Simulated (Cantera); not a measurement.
An isothermal, constant-pressure homogeneous reactor starts with N₂O : H₂O = 1 : 0.2 (molar parts), at 1475 K and 20000 Pa. Integrator tolerance rtol = 1e-08.

Cantera simulation using GRI-Mech 3.0 (53 species, 325 reactions); the numbers are that mechanism's predictions, not measurements. GRI-Mech 3.0 was tuned for natural gas; its chemistry of N2O as a main component is partial and can be far from experiment. The temperature is held fixed by assumption; the heat of reaction is taken as removed at once.

Question: What does this change do: pressure from 20000 Pa to 30000 Pa?

Answer: 
| quantity | before | after |
|---|---|---|
| x(N₂O) at 200 s | 1.36e-6 (gas-phase equilibrium 2.65e-8) | 1.28e-6 (gas-phase equilibrium 3.24e-8) |
| x(H₂O) at 200 s | 0.118 (gas-phase equilibrium 0.118) | 0.118 (gas-phase equilibrium 0.118) |
| x(O) at 200 s | 3.24e-6 (gas-phase equilibrium 3.50e-6) | 2.66e-6 (gas-phase equilibrium 2.86e-6) |
| x(OH) at 200 s | 0.000107 (gas-phase equilibrium 0.000111) | 9.66e-5 (gas-phase equilibrium 0.000100) |
| x(NO₂) at 200 s | 0.000239 (gas-phase equilibrium 3.38e-6) | 0.000282 (gas-phase equilibrium 4.14e-6) |
| x(NO) at 200 s | 0.0847 (gas-phase equilibrium 0.00111) | 0.0812 (gas-phase equilibrium 0.00111) |

Question: What does this change do: N2O 1 to 2 parts?

Answer: 
```
quantity                                            before                                     after
---------------  -----------------------------------------  ----------------------------------------
x(N₂O) at 200 s    1.36e-6 (gas-phase equilibrium 2.65e-8)   2.17e-6 (gas-phase equilibrium 2.90e-8)
x(H₂O) at 200 s        0.118 (gas-phase equilibrium 0.118)     0.0625 (gas-phase equilibrium 0.0625)
x(O) at 200 s      3.24e-6 (gas-phase equilibrium 3.50e-6)   3.32e-6 (gas-phase equilibrium 3.61e-6)
x(OH) at 200 s   0.000107 (gas-phase equilibrium 0.000111)   7.87e-5 (gas-phase equilibrium 8.20e-5)
x(NO₂) at 200 s   0.000239 (gas-phase equilibrium 3.38e-6)  0.000282 (gas-phase equilibrium 3.70e-6)
x(NO) at 200 s      0.0847 (gas-phase equilibrium 0.00111)    0.0978 (gas-phase equilibrium 0.00118)
```
